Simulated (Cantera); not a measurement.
A freely propagating, adiabatic, planar premixed flame of CH₄ : O₂ : N₂ = 1 : 1.4 : 5.27 (molar parts), equivalence ratio 1.4, unburnt at 523 K and 4.93 atm; mixture-averaged transport, grid criteria slope 0.08 and curve 0.16, no radiation.

Model: GRI-Mech 3.0 (53 species, 325 reactions), integrated in Cantera. Burning velocities carry a grid error of a few per cent, more on coarse grids.

Task: Predict: laminar burning velocity; thermal thickness; peak x(HO₂); peak x(C₂H₄); peak x(H); peak x(CH₂CO).

Result: 
```
Item                         Result
------------------------  ---------
laminar burning velocity  23.2 cm/s
thermal thickness          0.237 mm
peak x(HO₂)                 9.87e-5
peak x(C₂H₄)                0.00214
peak x(H)                  0.000866
peak x(CH₂CO)              0.000516
```
